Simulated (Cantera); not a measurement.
Input (Python, Cantera) and output of one run.

```python
import numpy as np
import cantera as ct

gas_names = """
    H HO2 H2 H2O H2O2 O OH O2 O3 Pb PbO Pb2
""".split()
cond_names = """
    H2O(s) H2O(L) Pb(cr) Pb(L) PbO(rd) PbO(yw) PbO(L) PbO2(s) Pb3O4(s)
""".split()


# ... load() reads the species with a 1 bar reference pressure and builds the phases ...
atoms = {
    'PbO': {'Pb': 1, 'O': 1},
    'H2': {'H': 2},
    'H2O': {'H': 2, 'O': 1},
}
top_T = {'Pb3O4(s)': 820}  # K; cautious upper limits of use, not melting points


# ... equilibrate(T, P, feed) seeds the gas with the atoms and calls Mixture.equilibrate('TP', solver="vcs", rtol=1e-11, max_steps=5000) ...
results = []
T = 1875  # K
P = 15  # Pa
for m in [3.5, 5.9, 10, 17, 30, 51, 88, 150]:
    feed = {'PbO': 1, 'H2': m, 'H2O': 3.1}  # mol
    mix = equilibrate(T, P, feed)
    results.append((T, P, feed, dict(zip(mix.species_names, mix.species_moles))))

top = {s: max(r[3][s] / sum(r[3][g] for g in gas_names) for r in results) for s in gas_names}
cols = sorted((s for s in top if top[s] > 0.001), key=lambda s: -top[s])[:5]
seen = [c for c in cond_names if any(r[3].get(c, 0) > 1e-12 for r in results)]
print("log10 of partial pressures in bar; condensed amounts in mol")
print(f"{'n(H2)':>10s}" + "".join(f"{s[:9]:>10s}" for s in cols + seen))
for T, P, feed, n in results:
    ng = sum(n[g] for g in gas_names)
    print(f"{feed['H2']:10.4g}" + "".join(f"{np.log10(max(n[s] / ng * P / 1e5, 1e-99)):10.3f}" for s in cols)
          + "".join(f"{n.get(c, 0):10.4g}" for c in seen))
```

Output:

```
log10 of partial pressures in bar; condensed amounts in mol
     n(H2)        H2       H2O        Pb         H        OH
       3.5    -4.330    -4.104    -4.714    -5.349    -6.230
       5.9    -4.158    -4.223    -4.834    -5.262    -6.436
        10    -4.042    -4.372    -4.983    -5.205    -6.643
        17    -3.967    -4.548    -5.159    -5.167    -6.856
        30    -3.918    -4.757    -5.368    -5.142    -7.090
        51    -3.889    -4.965    -5.576    -5.128    -7.312
        88    -3.872    -5.189    -5.799    -5.119    -7.544
       150    -3.862    -5.412    -6.023    -5.114    -7.773
```

Equilibrium computed with Cantera from the NASA thermochemical tables; the gas is ideal and each condensed phase is pure.
